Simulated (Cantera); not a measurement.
Feed: 1 mol CH₃Cl, 0.62 mol H₂, held at 2225 °C and 0.00220 bar.

Method: chemical equilibrium by Gibbs-energy minimisation in Cantera with the NASA 1993 tables (ideal gas, pure condensed phases). Candidate condensed phases: C, C₆H₆, C₇H₈, C₈H₁₈; 91 gas species. The numbers say what is thermodynamically allowed, not how fast it happens.

Base state: H₂ 0.373, H 0.324, HCl 0.184, Cl 0.113, C₂H₂ (acetylene) 0.00400, C₂H 0.000249, C₃ 0.000219, C 7.36e-5 (mole fractions); condensed: C(graphite).

### Question
What changes in the equilibrium state with this change: temperature from 2225 °C to 2925 °C?

### Answer
| species | before | after |
|---|---|---|
| H | 0.324 | 0.716 |
| Cl | 0.113 | 0.172 |
| C | 7.36e-5 | 0.0438 |
| H₂ | 0.373 | 0.0144 |
| HCl | 0.184 | 0.00515 |
| C₂ | 2.02e-5 | 0.0114 |
| C₃ | 0.000219 | 0.0352 |
| C₄ | 1.35e-7 | 6.60e-5 |
| C₅ | 6.46e-7 | 0.000120 |
| C(graphite), mol | 0.968 | 0 |
